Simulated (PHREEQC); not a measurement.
Dissolve 0.0027 mol FeSO4, 0.00047 mol ZnCl2, 0.017 mol NaF and 0.0097 mol Na2SO4 per kg of water at 25 °C. Closed to the air; pH follows from the charge balance.

Equilibrium calculation in PHREEQC: ion-association model, phreeqc.dat.

```csv
quantity,before,after
pH,6.81,6.29
ionic strength (mol/kgw),0.0524,0.0503
Na+ (mol/kgw),0.0353,0.0352
SO4-2 (mol/kgw),0.0106,0.0100
Fe+2 (mol/kgw),0.00182,0.00139
NaSO4- (mol/kgw),0.000854,0.00102
SI of Melanterite (FeSO4:7H2O),-3.17,-3.91
SI of Halite (NaCl),-6.23,-6.29
```

Which change was made?
A) Na2SO4 from 0.0097 to 0.0146 mol/kgw
B) 0.0035 mol/kgw NaHCO3 added
C) temperature from 25 to 90 °C
D) diluted 100-fold with water

C, temperature from 25 to 90 °C

Precipitation was switched off in this run. Constants without temperature data keep their 25 °C values here. Fluoro complexes past AlF4- and FeF3 are missing from the database.
